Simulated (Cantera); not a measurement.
Input: 1 mol Si(CH₃)₄, 1.1 mol H₂, 1.3 mol C₂H₄, held at 25000 Pa.

These are equilibrium values from Cantera (NASA tables, ideal gas, pure condensed phases), not measurements of a reactor. Candidate condensed phases: C, C₆H₆, C₇H₈, C₈H₁₈, Si, SiC; 87 gas species. The numbers say what is thermodynamically allowed, not how fast it happens.

Task: At 1325 °C, list the 4 most abundant gas species with their mole fractions, and the condensed phases.

Result: H₂ 0.999, CH₄ 0.000411, H 0.000106, C₂H₂ (acetylene) 2.69e-5. Condensed: C(graphite) + SiC(s).
